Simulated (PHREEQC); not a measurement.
1 kg of water holding 9.2 mmol/kgw K2CO3, 5.1 mmol/kgw K2SO4 and 6.1 mmol/kgw KCl is evaporated at 75 °C; the solids stay in contact with the brine. The system is closed to CO2. Only these solids could form: Arcanite, Kalicinite, Misenite, Sylvite.

Equilibrium calculation in PHREEQC: Pitzer model, pitzer.dat.

```tsv
water left (kg)	ionic strength	water activity	Arcanite (mol)	Cl in solution (mol/kgw)	C in solution (mol/kgw)	K in solution (mol/kgw)
1	0.0457	0.999	0	0.00610	0.00920	0.0347
0.8219	0.0559	0.999	0	0.00742	0.0112	0.0422
0.6755	0.0685	0.999	0	0.00903	0.0136	0.0514
0.4563	0.102	0.998	0	0.0134	0.0202	0.0760
0.3751	0.125	0.998	0	0.0163	0.0245	0.0925
0.3083	0.153	0.997	0	0.0198	0.0298	0.113
0.2534	0.187	0.997	0	0.0241	0.0363	0.137
0.1712	0.278	0.995	0	0.0356	0.0537	0.203
0.1407	0.340	0.994	0	0.0434	0.0654	0.247
0.1157	0.415	0.993	0	0.0527	0.0795	0.300
0.09506	0.506	0.991	0	0.0642	0.0968	0.365
0.06422	0.751	0.987	0	0.0950	0.143	0.540
0.0528	0.915	0.985	0	0.116	0.174	0.657
0.0434	1.12	0.982	0	0.141	0.212	0.800
0.03569	1.36	0.978	0	0.171	0.258	0.972
0.02935	1.65	0.973	0	0.208	0.313	1.18
0.01984	2.45	0.960	0	0.307	0.464	1.75
0.01633	2.98	0.950	0	0.374	0.564	2.13
0.01343	3.63	0.938	0	0.454	0.685	2.58
0.01105	4.16	0.926	0.000945	0.552	0.833	2.97
0.007483	5.13	0.898	0.00347	0.815	1.23	3.71
0.00615	5.90	0.876	0.00418	0.992	1.50	4.28
0.005069	6.91	0.845	0.00461	1.20	1.81	5.03
```

Arcanite from water left = 0.01105 kg (pH 11.04).

At this temperature some constants are extrapolated from 25 °C, and those without enthalpy data are left unchanged.
